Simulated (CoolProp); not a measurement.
Properties of c-C4F8 (RC318) along the isotherm 171.95 °C (Tc = 115.2 °C, pc = 27.78 bar, ω = 0.355).

Model: reference Helmholtz-energy equation of state, Platzer 1990, in CoolProp. This equation is an older, rougher fit.

```json
[
 {"p (bar)": "0.0439", "phase": "gas", "cv (kJ/(kg K))": "0.9379", "expansivity (1/kK)": "2.249"},
 {"p (bar)": "0.0684", "phase": "gas", "cv (kJ/(kg K))": "0.9379", "expansivity (1/kK)": "2.251"},
 {"p (bar)": "0.106", "phase": "gas", "cv (kJ/(kg K))": "0.9379", "expansivity (1/kK)": "2.253"},
 {"p (bar)": "0.166", "phase": "gas", "cv (kJ/(kg K))": "0.9380", "expansivity (1/kK)": "2.257"},
 {"p (bar)": "0.258", "phase": "gas", "cv (kJ/(kg K))": "0.9380", "expansivity (1/kK)": "2.262"},
 {"p (bar)": "0.402", "phase": "gas", "cv (kJ/(kg K))": "0.9381", "expansivity (1/kK)": "2.271"},
 {"p (bar)": "0.626", "phase": "gas", "cv (kJ/(kg K))": "0.9383", "expansivity (1/kK)": "2.285"},
 {"p (bar)": "0.975", "phase": "gas", "cv (kJ/(kg K))": "0.9385", "expansivity (1/kK)": "2.307"},
 {"p (bar)": "1.52", "phase": "gas", "cv (kJ/(kg K))": "0.9389", "expansivity (1/kK)": "2.341"},
 {"p (bar)": "2.36", "phase": "gas", "cv (kJ/(kg K))": "0.9394", "expansivity (1/kK)": "2.396"},
 {"p (bar)": "3.68", "phase": "gas", "cv (kJ/(kg K))": "0.9403", "expansivity (1/kK)": "2.486"},
 {"p (bar)": "5.73", "phase": "gas", "cv (kJ/(kg K))": "0.9418", "expansivity (1/kK)": "2.635"},
 {"p (bar)": "8.92", "phase": "gas", "cv (kJ/(kg K))": "0.9443", "expansivity (1/kK)": "2.895"},
 {"p (bar)": "13.9", "phase": "gas", "cv (kJ/(kg K))": "0.9486", "expansivity (1/kK)": "3.379"}
]
```
